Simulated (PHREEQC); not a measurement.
## Brackish or sea water: speciation

A made-up water analysis in mg/kgw, 25 °C, pH 6.21: Na 5960; K 740; Ca 1260; Mg 356; Cl 11400; S(6) as SO4 1830; Alkalinity as HCO3 12; Li 0.943; B 26.7.

Valence states are taken as typed.

Computed with PHREEQC (Pitzer model, pitzer.dat).

* **ionic strength**: 0.430 mol/kgw
* **activity of water**: 0.989
* **specific conductance**: 32600 µS/cm
* **density**: 1.013 g/cm³
* **osmotic coefficient**: 0.893
* **charge-balance error**: 1.5 %

| species | molality | activity | log γ |
|---|---|---|---|
| Cl- | 0.322 | 0.212 | -0.180 |
| Na+ | 0.259 | 0.186 | -0.144 |
| Ca+2 | 0.0314 | 0.00750 | -0.622 |
| SO4-2 | 0.0191 | 0.00226 | -0.926 |
| K+ | 0.0189 | 0.0129 | -0.167 |
| Mg+2 | 0.0146 | 0.00380 | -0.586 |
| B(OH)3 | 0.00246 | 0.00247 | 0.002 |
| HCO3- | 0.000191 | 0.000136 | -0.148 |
| CO2 | 0.000175 | 0.000186 | 0.027 |
| Li+ | 0.000136 | 0.000103 | -0.118 |
| B(OH)4- | 4.42e-6 | 2.29e-6 | -0.286 |
| CaB(OH)4+ | 1.15e-6 | 7.67e-7 | -0.176 |

No solid was allowed to form. Complexes and solids missing from the database can't appear.
